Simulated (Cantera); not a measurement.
# Low-pressure radical oxidation in H2/O2

An isothermal, constant-pressure homogeneous reactor starts with H₂ : O₂ = 0.0095 : 1 (molar parts), equivalence ratio 0.0047, at 925 K and 0.00180 bar.

Cantera simulation using GRI-Mech 3.0 (53 species, 325 reactions); the numbers are that mechanism's predictions, not measurements. Radical loss at walls, strong at low pressure, is not modelled. Below about 950 K walls govern HO2 and H2O2 in real vessels.

```tsv
t (s)	x H₂	x O₂	x H	x O	x H₂O	x H₂O₂	x OH
3.00e-6	0.00941	0.991	<1e-12	<1e-12	<1e-12	<1e-12	<1e-12
9.17e-6	0.00941	0.991	<1e-12	<1e-12	<1e-12	<1e-12	<1e-12
2.80e-5	0.00941	0.991	<1e-12	<1e-12	<1e-12	<1e-12	<1e-12
8.57e-5	0.00941	0.991	<1e-12	<1e-12	<1e-12	<1e-12	<1e-12
0.000262	0.00941	0.991	<1e-12	<1e-12	<1e-12	<1e-12	<1e-12
0.000801	0.00941	0.991	<1e-12	<1e-12	<1e-12	<1e-12	<1e-12
0.00245	0.00941	0.991	1.94e-12	1.59e-12	<1e-12	<1e-12	1.39e-12
0.00749	0.00941	0.991	4.44e-12	1.03e-11	4.83e-12	<1e-12	7.11e-12
0.0229	0.00941	0.991	2.13e-11	9.30e-11	8.44e-11	<1e-12	4.78e-11
0.0700	0.00941	0.991	1.32e-9	6.75e-9	8.01e-9	<1e-12	3.16e-9
0.214	0.00780	0.989	0.000294	0.000965	0.00128	6.08e-9	0.000368
0.654	4.63e-5	0.984	0.000689	0.00575	0.00891	2.18e-9	0.000240
2.00	2.31e-5	0.987	0.000280	0.00330	0.00919	2.00e-9	0.000170
```
x: mole fraction; the columns are a selection and need not sum to one.

Equilibrium at this temperature and pressure: H₂ 1.76e-12, O₂ 0.991, H <1e-12, O 3.16e-10, H₂O 0.00946, H₂O₂ <1e-12, OH 5.20e-8 (gas phase only).
